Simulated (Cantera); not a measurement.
Charge: 1 mol Si(CH3)4, 0.0063 mol C2H2, 250 mol H2, at 13.3 mbar.

These are equilibrium values from Cantera (NASA tables, ideal gas, pure condensed phases), not measurements of a reactor. Candidate condensed phases: C, C6H6, C7H8, C8H18, Si, SiC; 87 gas species. Gases not in the tables: Si2H6 and higher silanes. The numbers say what is thermodynamically allowed, not how fast it happens. All values below are at 2075 K.

Base state: H2 0.975, H 0.0228, C2H2 (acetylene) 0.00121, Si 0.000547, SiH 3.57e-5, SiC2 3.17e-5, Si2C 2.03e-5, SiH2 1.12e-5 (mole fractions); condensed: C(graphite) + SiC(s).

**Question.** What changes in the equilibrium state with this change: pressure from 13.3 mbar to 1.33 mbar?

**Answer.** 
```json
[
 {"species": "H2", "before": "0.975", "after": "0.925"},
 {"species": "H", "before": "0.0228", "after": "0.0702"},
 {"species": "Si", "before": "0.000547", "after": "0.00333"},
 {"species": "SiC2", "before": "3.17e-5", "after": "0.000193"},
 {"species": "Si2C", "before": "2.03e-5", "after": "7.55e-5"},
 {"species": "C(graphite), mol", "before": "2.53", "after": "3.28"},
 {"species": "SiC(s), mol", "before": "0.827", "after": "0"}
]
```
